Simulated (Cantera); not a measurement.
What does this Cantera script print?

```python
import numpy as np
import cantera as ct

gas = ct.Solution("h2o2.yaml")
gas.TPX = 1350, 550, {'H2': 0.32, 'O2': 1}
reactor = ct.IdealGasConstPressureReactor(gas, energy="off", clone=False)
net = ct.ReactorNet([reactor])
net.rtol, net.atol = 1e-08, 1e-18
show = ['H2', 'O2', 'OH', 'H', 'H2O']
times = np.geomspace(2e-05, 2, 11)

steps = ct.SolutionArray(gas, extra=["t"])
rows = []
print(f"{'t/s':>10s}{'T/K':>9s}{'P/Pa':>11s}" + "".join(f"{s:>11s}" for s in show))
for t in times:
    while net.time < t:
        t_next = net.step()
        steps.append(gas.state, t=t_next)
    rows.append([np.interp(t, steps.t, y) for y in (steps.T, steps.P, *steps(*show).X.T)])
    print(f"{t:10.3e}{rows[-1][0]:9.1f}{rows[-1][1]:11.4g}" + "".join(f"{x:11.3e}" for x in rows[-1][2:]))
rate = np.gradient(steps.T, steps.t)
print("integrator steps:", len(steps.t))
if steps.T.max() > steps.T[0] + 200:
    print(f"time of steepest temperature rise: {steps.t[rate.argmax()]:.4e} s")
gas.TPX = 1350, 550, {'H2': 0.32, 'O2': 1}
gas.equilibrate("TP")
print(f"equilibrium (TP): T = {gas.T:.1f} K  " + "  ".join(f"{s} {gas[s].X[0]:.3e}" for s in show))
```

It prints:

```
       t/s      T/K       P/Pa         H2         O2         OH          H        H2O
 2.000e-05   1350.0        550  2.424e-01  7.576e-01  1.876e-09  1.576e-08  5.028e-10
 6.325e-05   1350.0        550  2.424e-01  7.576e-01  1.379e-08  5.030e-08  1.224e-08
 2.000e-04   1350.0        550  2.424e-01  7.576e-01  1.283e-07  3.153e-07  3.135e-07
 6.325e-04   1350.0        550  2.424e-01  7.575e-01  1.360e-05  3.125e-05  4.922e-05
 2.000e-03   1350.0        550  1.789e-02  6.176e-01  1.896e-02  8.336e-02  1.736e-01
 6.325e-03   1350.0        550  1.343e-02  6.163e-01  1.724e-02  7.698e-02  1.836e-01
 2.000e-02   1350.0        550  1.229e-02  6.300e-01  1.667e-02  6.387e-02  1.961e-01
 6.325e-02   1350.0        550  8.721e-03  6.640e-01  1.441e-02  3.389e-02  2.265e-01
 2.000e-01   1350.0        550  2.607e-03  7.071e-01  8.117e-03  4.919e-03  2.628e-01
 6.325e-01   1350.0        550  2.836e-04  7.216e-01  2.703e-03  1.712e-04  2.737e-01
 2.000e+00   1350.0        550  3.279e-05  7.236e-01  9.215e-04  6.722e-06  2.753e-01
integrator steps: 1306
equilibrium (TP): T = 1350.0 K  H2 8.978e-07  O2 7.241e-01  OH 1.529e-04  H 3.065e-08  H2O 2.758e-01
```

Detailed kinetics in Cantera: the H2/O2 subset of GRI-Mech 3.0, which has no nitrogen chemistry. Radical loss at walls, strong at low pressure, is not modelled. The temperature is held fixed by assumption; the heat of reaction is taken as removed at once.
